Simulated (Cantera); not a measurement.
Cantera run, input and output.

```python
import numpy as np
import cantera as ct

surf = ct.Interface("ptcombust.yaml", "Pt_surf")
gas = surf.adjacent["gas"]
gas.TPX = 300, 42000, {'CH4': 0.026, 'O2': 0.067, 'N2': 0.79}
jet = ct.ImpingingJet(gas=gas, width=0.098, surface=surf)
jet.inlet.mdot, jet.inlet.T, jet.inlet.X = 0.073, 300, {'CH4': 0.026, 'O2': 0.067, 'N2': 0.79}
jet.set_refine_criteria(ratio=10, slope=0.2, curve=0.3)
show, cover = ['CH4', 'O2', 'H2O', 'OH', 'CO', 'CO2'], ["PT(S)", "H(S)", "O(S)", "OH(S)", "CO(S)", "C(S)"]

rows = []
print(f"{'Ts/K':>7s}" + "".join(f"{s:>11s}" for s in show + cover) + "   (gas at the wall, coverages)")
for i, Ts in enumerate([950, 1000, 1050, 1100, 1150, 1200, 1250, 1300]):
    jet.surface.T = Ts
    if i == 0:
        surf.TP = Ts, 42000
        surf.coverages = "PT(S):0.5, O(S):0.5"
        surf.advance_coverages(1.0)
        jet.set_initial_guess(products="inlet")
    jet.solve(loglevel=0, auto=(i == 0))
    rows.append([*(jet.X[gas.species_index(s), -1] for s in show), *surf[cover].coverages])
    print(f"{Ts:7g}" + "".join(f"{x:11.3e}" for x in rows[-1]))
```

It prints:

```
   Ts/K        CH4         O2        H2O         OH         CO        CO2      PT(S)       H(S)       O(S)      OH(S)      CO(S)       C(S)   (gas at the wall, coverages)
    950  4.407e-03  2.288e-02  4.654e-02  5.654e-08  2.328e-06  3.061e-02  2.666e-01  4.870e-07  7.301e-01  3.340e-03  9.449e-06  4.520e-08
   1000  2.710e-03  1.933e-02  4.957e-02  1.425e-07  1.968e-06  3.265e-02  3.430e-01  1.005e-06  6.539e-01  3.079e-03  5.811e-06  3.631e-08
   1050  1.841e-03  1.753e-02  5.105e-02  3.250e-07  1.791e-06  3.367e-02  4.164e-01  1.833e-06  5.808e-01  2.745e-03  3.712e-06  2.953e-08
   1100  1.345e-03  1.655e-02  5.183e-02  6.845e-07  1.735e-06  3.421e-02  4.863e-01  3.079e-06  5.113e-01  2.407e-03  2.489e-06  2.467e-08
   1150  1.039e-03  1.601e-02  5.224e-02  1.342e-06  1.769e-06  3.449e-02  5.519e-01  4.867e-06  4.460e-01  2.089e-03  1.752e-06  2.120e-08
   1200  8.361e-04  1.575e-02  5.242e-02  2.471e-06  1.889e-06  3.458e-02  6.126e-01  7.339e-06  3.856e-01  1.802e-03  1.291e-06  1.868e-08
   1250  6.901e-04  1.571e-02  5.246e-02  4.306e-06  2.121e-06  3.453e-02  6.678e-01  1.065e-05  3.306e-01  1.546e-03  9.896e-07  1.671e-08
   1300  5.536e-04  1.580e-02  5.246e-02  7.151e-06  2.631e-06  3.435e-02  7.174e-01  1.498e-05  2.812e-01  1.322e-03  7.858e-07  1.444e-08
```

Cantera simulation using Deutschmann's 1995 Pt surface mechanism with GRI-Mech 3.0 gas chemistry; the numbers are that mechanism's predictions, not measurements. Catalytic surfaces can have several steady states; this one follows from the mechanism file's or the stated starting coverage.
